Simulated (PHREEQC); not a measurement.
# Copper plating or etch bath: speciation

Consider water at 25 °C with 0.013 mol/kgw CuSO4, 0.11 mol/kgw HCl and 0.00049 mol/kgw FeCl3. Closed to the air; pH follows from the charge balance.

The numbers come from PHREEQC with the ion-association model, wateq4f.dat.

* **pH**: 1.09
* **ionic strength**: 0.139 mol/kgw
* **total alkalinity**: -111 meq/kg

```json
[
 {"species": "Cl-", "molality": "0.110", "activity": "0.0814", "log γ": "-0.131"},
 {"species": "H+", "molality": "0.101", "activity": "0.0817", "log γ": "-0.090"},
 {"species": "Cu+2", "molality": "0.0111", "activity": "0.00403", "log γ": "-0.438"},
 {"species": "HSO4-", "molality": "0.00935", "activity": "0.00705", "log γ": "-0.123"},
 {"species": "SO4-2", "molality": "0.00266", "activity": "0.000888", "log γ": "-0.477"},
 {"species": "CuCl+", "molality": "0.00119", "activity": "0.000884", "log γ": "-0.128"},
 {"species": "CuSO4", "molality": "0.000708", "activity": "0.000731", "log γ": "0.014"},
 {"species": "FeSO4+", "molality": "0.000181", "activity": "0.000138", "log γ": "-0.118"},
 {"species": "FeCl+2", "molality": "0.000103", "activity": "3.49e-5", "log γ": "-0.472"},
 {"species": "Fe+3", "molality": "9.25e-5", "activity": "1.42e-5", "log γ": "-0.814"}
]
```

This is a speciation only: nothing precipitates in the calculation. The solution is supersaturated, for example in Hematite (slow to form), so a real one may precipitate; this is no full list.
